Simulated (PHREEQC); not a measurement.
Ca(OH)2 is added in steps, without added water, to 1 kg of water holding 0.0072 mol/kgw HCl, 0.0064 mol/kgw Li2SO4 and 0.00065 mol/kgw NiSO4, at 25 °C. O2 is buffered at 0.21 atm. CO2 from the air is kept out. No solid was allowed to form.

Base run: PHREEQC, ion-association model, wateq4f.dat. Each further column changes one thing. The table gives Ni+2 (mol/kgw).

```json
[
 {"Ca(OH)2 added (mol)": "0", "base": "0.000495", "metal-ligand complexes left out": "0.000650", "all activity coefficients set to 1": "0.000348", "Davies equation for every ion": "0.000496", "Debye-Hückel limiting law": "0.000523"},
 {"Ca(OH)2 added (mol)": "0.00053", "base": "0.000494", "metal-ligand complexes left out": "0.000650", "all activity coefficients set to 1": "0.000346", "Davies equation for every ion": "0.000495", "Debye-Hückel limiting law": "0.000523"},
 {"Ca(OH)2 added (mol)": "0.001325", "base": "0.000493", "metal-ligand complexes left out": "0.000650", "all activity coefficients set to 1": "0.000343", "Davies equation for every ion": "0.000494", "Debye-Hückel limiting law": "0.000522"},
 {"Ca(OH)2 added (mol)": "0.00212", "base": "0.000491", "metal-ligand complexes left out": "0.000650", "all activity coefficients set to 1": "0.000340", "Davies equation for every ion": "0.000493", "Debye-Hückel limiting law": "0.000522"},
 {"Ca(OH)2 added (mol)": "0.00265", "base": "0.000490", "metal-ligand complexes left out": "0.000650", "all activity coefficients set to 1": "0.000338", "Davies equation for every ion": "0.000491", "Debye-Hückel limiting law": "0.000522"},
 {"Ca(OH)2 added (mol)": "0.00318", "base": "0.000489", "metal-ligand complexes left out": "0.000650", "all activity coefficients set to 1": "0.000336", "Davies equation for every ion": "0.000490", "Debye-Hückel limiting law": "0.000521"},
 {"Ca(OH)2 added (mol)": "0.003975", "base": "0.000203", "metal-ligand complexes left out": "0.000261", "all activity coefficients set to 1": "0.000135", "Davies equation for every ion": "0.000203", "Debye-Hückel limiting law": "0.000219"},
 {"Ca(OH)2 added (mol)": "0.00477", "base": "1.71e-6", "metal-ligand complexes left out": "1.86e-6", "all activity coefficients set to 1": "6.65e-7", "Davies equation for every ion": "1.69e-6", "Debye-Hückel limiting law": "2.15e-6"},
 {"Ca(OH)2 added (mol)": "0.0053", "base": "2.47e-7", "metal-ligand complexes left out": "2.69e-7", "all activity coefficients set to 1": "9.35e-8", "Davies equation for every ion": "2.43e-7", "Debye-Hückel limiting law": "3.14e-7"}
]
```

In at least one series the solution becomes supersaturated in solids that the run did not let form, among them Ni(OH)2, Ni4(OH)6SO4.
